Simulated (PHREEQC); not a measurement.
1 kg of water holding 0.26 mol KHCO3, 0.011 mol K2SO4, 0.0032 mol K2CO3 and 0.0033 mol KCl is evaporated at 20 °C; the solids stay in contact with the brine. CO2 is held at log p = -3.4 (atm). The run lets Arcanite, Kalicinite, Misenite, Sylvite precipitate or redissolve, and no other solid.

Equilibrium calculation in PHREEQC: Pitzer model, pitzer.dat.

```csv
water left (kg),ionic strength,water activity,Kalicinite (mol)
1.002,0.392,0.993,0
0.6772,0.591,0.990,0
0.4581,[?],0.985,0
0.3101,1.33,0.979,0
0.2101,1.98,[?],0
0.1426,2.93,0.955,0
0.09705,4.34,0.933,0
0.06623,6.15,0.900,0
0.05481,7.30,0.876,0
0.03768,10.4,0.808,0
0.02606,[?],[?],0
0.01771,16.3,0.667,[?]
0.01192,16.3,0.666,0.133
0.00801,16.3,0.664,0.177
0.005364,16.3,0.661,0.208
```

Question: Fill in the missing entries.

Answer: 
- 0.4581, ionic strength: 0.887
- 0.2101, water activity: 0.969
- 0.02606, ionic strength: 14.8
- 0.02606, water activity: 0.702
- 0.01771, Kalicinite (mol): 0.0666
